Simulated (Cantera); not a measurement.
What does this Cantera script print?

```python
import numpy as np
import cantera as ct

gas_names = """
    O3 N2O N NO
""".split()
cond_names = """
    Cr2N(s) Cr2O3(s) Cr2O3(L) Cr(cr) Cr(L)
""".split()


# ... load() reads the species with a 1 bar reference pressure and builds the phases ...
species = {s.name: s for s in load("nasa_gas.yaml", gas_names) + load("nasa_condensed.yaml", cond_names)}
# Each term lists the table entries of one substance; the one whose range holds T is used.
reactions = {
    '7 O3(g) + 6 Cr2N = 3 N2O(g) + 6 Cr2O3':
        [(-7, ['O3']), (-6, ['Cr2N(s)']), (3, ['N2O']), (6, ['Cr2O3(s)', 'Cr2O3(L)'])],
    'Cr2O3 + 7 N(g) = Cr2N + 3 N2O(g)':
        [(-1, ['Cr2O3(s)', 'Cr2O3(L)']), (-7, ['N']), (1, ['Cr2N(s)']), (3, ['N2O'])],
    '3 NO(g) + 8 Cr = 3 Cr2N + Cr2O3':
        [(-3, ['NO']), (-8, ['Cr(cr)', 'Cr(L)']), (3, ['Cr2N(s)']), (1, ['Cr2O3(s)', 'Cr2O3(L)'])],
}


def pick(names, T):
    return next(species[n] for n in names if species[n].thermo.min_temp <= T <= species[n].thermo.max_temp)


results = []
for label, terms in reactions.items():
    print(label)
    print("     T/K   dH/kJ  dS/(J/K)   dG/kJ   log10 K")
    for T in [450, 650, 850, 1050, 1250, 1450]:
        used = [(nu, pick(names, T)) for nu, names in terms]
        dH = sum(nu * s.thermo.h(T) for nu, s in used) / 1e6
        dS = sum(nu * s.thermo.s(T) for nu, s in used) / 1e3
        dG = dH - T * dS / 1e3
        logK = -dG * 1e6 / (ct.gas_constant * T * np.log(10))
        results.append((label, T, dH, dS, dG, logK, [s.name for _, s in used]))
        print(f"{T:8g} {dH:8.1f} {dS:8.1f} {dG:8.1f} {logK:8.2f}")
```

It prints:

```
7 O3(g) + 6 Cr2N = 3 N2O(g) + 6 Cr2O3
     T/K   dH/kJ  dS/(J/K)   dG/kJ   log10 K
     450  -6790.5   -882.5  -6393.4   742.11
     650  -6783.4   -869.2  -6218.4   499.71
     850  -6778.8   -862.9  -6045.3   371.49
    1050  -6779.0   -863.0  -5872.8   292.15
    1250  -6782.2   -865.8  -5700.0   238.19
    1450  -6790.2   -871.7  -5526.3   199.08
Cr2O3 + 7 N(g) = Cr2N + 3 N2O(g)
     T/K   dH/kJ  dS/(J/K)   dG/kJ   log10 K
     450  -2064.3   -455.4  -1859.4   215.83
     650  -2073.0   -471.5  -1766.5   141.96
     850  -2079.2   -479.9  -1671.3   102.70
    1050  -2083.0   -483.9  -1574.9    78.34
    1250  -2085.0   -485.7  -1477.9    61.76
    1450  -2085.4   -486.0  -1380.7    49.74
3 NO(g) + 8 Cr = 3 Cr2N + Cr2O3
     T/K   dH/kJ  dS/(J/K)   dG/kJ   log10 K
     450  -1779.2   -529.4  -1540.9   178.86
     650  -1770.6   -513.7  -1436.7   115.45
     850  -1761.6   -501.7  -1335.2    82.05
    1050  -1753.1   -492.6  -1235.8    61.48
    1250  -1746.2   -486.7  -1137.9    47.55
    1450  -1742.1   -483.6  -1040.9    37.50
```

Source: NASA polynomial tables (part measured, part estimated), evaluated in Cantera. Condensed species are held in their standard states even where they would react or evaporate.
